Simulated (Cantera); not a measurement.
Thermodynamics of titanium nitride, carbide and oxide coatings, feed Ti + H₂O + H₂ + C₃H₈

Feed: 1 mol Ti, 4.4 mol H₂O, 23 mol H₂, 0.19 mol C₃H₈, equilibrated at 285 Torr.

Equilibrium computed with Cantera from the NASA thermochemical tables; the gas is ideal and each condensed phase is pure. Candidate condensed phases: C, C₆H₆, C₇H₈, C₈H₁₈, H₂O, Ti, TiC, TiO, TiO₂, Ti₂O₃, Ti₃O₅, Ti₄O₇; 113 gas species. Condensed phases not in the tables: Magnéli phases beyond Ti₄O₇. Gases not in the tables: TiO(OH)₂. Rates play no part.

```json
[
 {"T (K)": "1000", "log p H₂": "-0.46", "log p H₂O": "-1.62", "log p CO": "-2.19", "log p H": "-8.87", "log p CO₂": "-3.19", "log p CH₄": "-3.37", "log p OH": "<-12", "n TiO₂(rutile)": "1.00", "n Ti₄O₇(s)": "0", "n Ti₄O₇(l)": "0"},
 {"T (K)": "1100", "log p H₂": "-0.46", "log p H₂O": "-1.62", "log p CO": "-2.15", "log p H": "-7.82", "log p CO₂": "-3.33", "log p CH₄": "-4.40", "log p OH": "-11.33", "n TiO₂(rutile)": "1.00", "n Ti₄O₇(s)": "0", "n Ti₄O₇(l)": "0"},
 {"T (K)": "1200", "log p H₂": "-0.46", "log p H₂O": "-1.62", "log p CO": "-2.14", "log p H": "-6.93", "log p CO₂": "-3.45", "log p CH₄": "-5.28", "log p OH": "-10.20", "n TiO₂(rutile)": "1.00", "n Ti₄O₇(s)": "0", "n Ti₄O₇(l)": "0"},
 {"T (K)": "1300", "log p H₂": "-0.46", "log p H₂O": "-1.62", "log p CO": "-2.14", "log p H": "-6.19", "log p CO₂": "-3.55", "log p CH₄": "-6.04", "log p OH": "-9.23", "n TiO₂(rutile)": "1.00", "n Ti₄O₇(s)": "0", "n Ti₄O₇(l)": "0"},
 {"T (K)": "1400", "log p H₂": "-0.46", "log p H₂O": "-1.62", "log p CO": "-2.14", "log p H": "-5.54", "log p CO₂": "-3.64", "log p CH₄": "-6.68", "log p OH": "-8.41", "n TiO₂(rutile)": "1.00", "n Ti₄O₇(s)": "0", "n Ti₄O₇(l)": "0"},
 {"T (K)": "1500", "log p H₂": "-0.46", "log p H₂O": "-1.62", "log p CO": "-2.13", "log p H": "-4.98", "log p CO₂": "-3.71", "log p CH₄": "-7.24", "log p OH": "-7.69", "n TiO₂(rutile)": "1.00", "n Ti₄O₇(s)": "0", "n Ti₄O₇(l)": "0"},
 {"T (K)": "1600", "log p H₂": "-0.46", "log p H₂O": "-1.62", "log p CO": "-2.13", "log p H": "-4.49", "log p CO₂": "-3.77", "log p CH₄": "-7.73", "log p OH": "-7.06", "n TiO₂(rutile)": "1.00", "n Ti₄O₇(s)": "0", "n Ti₄O₇(l)": "0"},
 {"T (K)": "1700", "log p H₂": "-0.46", "log p H₂O": "-1.62", "log p CO": "-2.13", "log p H": "-4.06", "log p CO₂": "-3.83", "log p CH₄": "-8.16", "log p OH": "-6.51", "n TiO₂(rutile)": "1.00", "n Ti₄O₇(s)": "0", "n Ti₄O₇(l)": "0"},
 {"T (K)": "1800", "log p H₂": "-0.46", "log p H₂O": "-1.56", "log p CO": "-2.13", "log p H": "-3.68", "log p CO₂": "-3.81", "log p CH₄": "-8.61", "log p OH": "-5.96", "n TiO₂(rutile)": "0", "n Ti₄O₇(s)": "0.250", "n Ti₄O₇(l)": "0"},
 {"T (K)": "1900", "log p H₂": "-0.46", "log p H₂O": "-1.56", "log p CO": "-2.13", "log p H": "-3.33", "log p CO₂": "-3.86", "log p CH₄": "-8.95", "log p OH": "-5.52", "n TiO₂(rutile)": "0", "n Ti₄O₇(s)": "0.250", "n Ti₄O₇(l)": "0"},
 {"T (K)": "2000", "log p H₂": "-0.46", "log p H₂O": "-1.56", "log p CO": "-2.13", "log p H": "-3.02", "log p CO₂": "-3.89", "log p CH₄": "-9.26", "log p OH": "-5.12", "n TiO₂(rutile)": "0", "n Ti₄O₇(s)": "0", "n Ti₄O₇(l)": "0.250"},
 {"T (K)": "2100", "log p H₂": "-0.46", "log p H₂O": "-1.56", "log p CO": "-2.13", "log p H": "-2.74", "log p CO₂": "-3.92", "log p CH₄": "-9.54", "log p OH": "-4.76", "n TiO₂(rutile)": "0", "n Ti₄O₇(s)": "0", "n Ti₄O₇(l)": "0.250"},
 {"T (K)": "2200", "log p H₂": "-0.47", "log p H₂O": "-1.56", "log p CO": "-2.13", "log p H": "-2.48", "log p CO₂": "-3.95", "log p CH₄": "-9.79", "log p OH": "-4.44", "n TiO₂(rutile)": "0", "n Ti₄O₇(s)": "0", "n Ti₄O₇(l)": "0.250"}
]
```
log p: log10 of the partial pressure in bar; n: condensed amount in mol.

From 1000 K to 1700 K the condensed part is TiO₂(rutile). From 1800 K to 1900 K the condensed part is Ti₄O₇(s). From 2000 K to 2200 K the condensed part is Ti₄O₇(l).
